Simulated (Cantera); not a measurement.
Feed: 1 mol Si, 0.54 mol H2, at 1125 K and 1.00 bar.

Cantera equilibrium calculation (NASA polynomials, part measured and part estimated; ideal gas, pure solids and liquids). Candidate condensed phases: Si; 9 gas species. Equilibrium is a limit: real reactors are often held back by kinetics, nucleation or transport.

**Question.** What is the equilibrium state?

**Answer.** 
| Quantity | Result |
|---|---|
| x(H2) | 1.000 |
| n(Si(s)) | 1.00 mol |
| gas amount | 0.5400 mol |
